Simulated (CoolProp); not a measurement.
Vapour-liquid equilibrium of isohexane (1) + n-hexane (2) at 189 kPa; x and y are mole fractions of (1).

The numbers come from the multi-fluid Helmholtz-energy mixture model, Lemmon 2006 and Thol 2019; pair parameters Bell 2016 in CoolProp.

```json
[
 {"x": "0.05", "bubble temperature, mixture model (°C)": "89.5", "bubble temperature, Raoult's law (°C)": "89.5", "y, mixture model": "0.062", "y, Raoult's law": "0.063"},
 {"x": "0.2", "bubble temperature, mixture model (°C)": "87.9", "bubble temperature, Raoult's law (°C)": "88.1", "y, mixture model": "0.240", "y, Raoult's law": "0.241"},
 {"x": "0.35", "bubble temperature, mixture model (°C)": "86.5", "bubble temperature, Raoult's law (°C)": "86.7", "y, mixture model": "0.404", "y, Raoult's law": "0.406"},
 {"x": "0.5", "bubble temperature, mixture model (°C)": "85.1", "bubble temperature, Raoult's law (°C)": "85.4", "y, mixture model": "0.556", "y, Raoult's law": "0.560"},
 {"x": "0.65", "bubble temperature, mixture model (°C)": "83.8", "bubble temperature, Raoult's law (°C)": "84.1", "y, mixture model": "0.698", "y, Raoult's law": "0.703"},
 {"x": "0.8", "bubble temperature, mixture model (°C)": "82.7", "bubble temperature, Raoult's law (°C)": "82.8", "y, mixture model": "0.831", "y, Raoult's law": "0.836"},
 {"x": "0.95", "bubble temperature, mixture model (°C)": "81.6", "bubble temperature, Raoult's law (°C)": "81.6", "y, mixture model": "0.958", "y, Raoult's law": "0.960"}
]
```

The largest gap from Raoult's law is -0.3 K in bubble temperature, at x = 0.5. No azeotrope shows between x = 0.05 and 0.95.

Pair parameters are fitted to limited data, so mixtures are less certain than the pure fluids.
